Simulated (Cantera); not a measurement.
## Equilibrium for fluorocarbon and chlorocarbon gases: CF4 + CH4 + F2

Feed: 1 mol CF4, 1 mol CH4, 2.6 mol F2, equilibrated at 69.0 Pa.

Method: chemical equilibrium by Gibbs-energy minimisation in Cantera with the NASA 1993 tables (ideal gas, pure condensed phases). Candidate condensed phases: C, C6H6, C7H8, C8H18; 95 gas species. Gases not in the tables: C2F6 and larger saturated fluorocarbons. Equilibrium is a limit: real reactors are often held back by kinetics, nucleation or transport.

```
T (K)  log p HF  log p F  log p CF4  log p CF2  log p H  log p C3  log p CF  log p C  n C(graphite)
-----  --------  -------  ---------  ---------  -------  --------  --------  -------  -------------
1850      -3.31    -4.58      -3.87      -4.47    -8.93    -12.30     -7.27   -12.03          0.613
2000      -3.37    -3.99      -4.18      -4.04    -8.34    -10.56     -6.32   -10.52          0.505
2150      -3.45    -3.65      -5.11      -4.01    -7.69     -9.07     -5.68    -9.21          0.759
2300      -3.49    -3.51      -6.56      -4.30    -6.94     -7.78     -5.28    -8.08           1.30
2450      -3.51    -3.45      -8.11      -4.70    -6.19     -6.65     -5.01    -7.08           1.60
2600      -3.53    -3.44      -9.62      -5.12    -5.49     -5.65     -4.80    -6.20           1.58
2750      -3.57    -3.45     -11.05      -5.53    -4.87     -4.77     -4.63    -5.42          0.813
2900      -3.66    -3.44     -12.46      -6.07    -4.38     -4.54     -4.66    -4.91              0
```
log p: log10 of the partial pressure in bar; n: condensed amount in mol.

From 1850 K to 2750 K the condensed part is C(graphite). At 2900 K nothing is condensed. The main C-bearing gas is CF4 at 1850 K and C3 at 2900 K. The share of C in condensed phases is highest at 2450 K (80.1 %) and lowest at 2900 K (0.0 %).
